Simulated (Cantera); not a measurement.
## Ignition delay

Mixture: CO : H2 : O2 : N2 : H2O = 1 : 0.38 : 0.46 : 1.73 : 0.32 (molar parts), at 21.7 atm, adiabatic and at constant volume. Ignition delay is the time to a rise of 400 K.

Cantera simulation using GRI-Mech 3.0 (53 species, 325 reactions); the numbers are that mechanism's predictions, not measurements. The hydrogen kinetics of GRI-Mech 3.0 are dated; newer H2 mechanisms differ, most at raised pressure. The pressure lies above the range GRI-Mech 3.0 was tuned for (to about 10 atm).

```
T0 (K)  delay (ms)
------  ----------
973           5.18
1048          1.10
1123         0.282
1198        0.0832
1273        0.0271
1348       0.00959
1423       0.00387
```

| Quantity | Result |
|---|---|
| apparent activation energy between 1273 and 1423 K | 200 kJ/mol |
